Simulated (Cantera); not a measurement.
Cantera run:

```python
import numpy as np
import cantera as ct

gas_names = """
    CL CL2 H HCL H2 Si SiCL SiCL2 SiCL3 SiCL4 SiH SiHCL3 SiH2 SiH2CL2 SiH3 SiH3CL SiH4 Si2 Si3
""".split()
cond_names = """
    Si(cr) Si(L)
""".split()


# ... load() reads the species with a 1 bar reference pressure and builds the phases ...
atoms = {
    'Si': {'Si': 1},
    'HCl': {'H': 1, 'CL': 1},
    'H2': {'H': 2},
}
top_T = {}  # K; cautious upper limits of use, not melting points


# ... equilibrate(T, P, feed) seeds the gas with the atoms and calls Mixture.equilibrate('TP', solver="vcs", rtol=1e-11, max_steps=5000) ...
results = []
feed = {'Si': 1, 'HCl': 3.9, 'H2': 0.27}  # mol
T = 800  # K
P = 101325  # Pa
mix = equilibrate(T, P, feed)
results.append((T, P, feed, dict(zip(mix.species_names, mix.species_moles))))
print(gas.report(threshold=0.001))
for i in range(1, mix.n_phases):
    print(f"{mix.phase(i).name:16s} {mix.phase_moles(i):12.5e} mol")
```

Output:

```
       temperature   800 K
          pressure   1.0132e+05 Pa
           density   0.82083 kg/m^3
  mean mol. weight   53.884 kg/kmol
   phase of matter   gas

                          1 kg             1 kmol
                     ---------------   ---------------
          enthalpy       -3.2978e+06        -1.777e+08  J
   internal energy       -3.4213e+06       -1.8435e+08  J
           entropy            4639.7           2.5e+05  J/K
    Gibbs function       -7.0096e+06        -3.777e+08  J
 heat capacity c_p            984.73             53062  J/K
 heat capacity c_v            830.43             44747  J/K

                      mass frac. Y      mole frac. X     chem. pot. / RT
                     ---------------   ---------------   ---------------
               HCL         0.0032631         0.0048229           -42.945
                H2          0.025431           0.67972           -17.353
             SiCL4           0.88105           0.27945           -144.91
            SiHCL3          0.089489          0.035602           -119.32
     [  +15 minor]        0.00076276         0.0003974

Si(cr)            0.00000e+00 mol
```

Cantera equilibrium calculation (NASA polynomials, part measured and part estimated; ideal gas, pure solids and liquids). The tables' values for SiCl3 are old estimates; treat these amounts as uncertain.
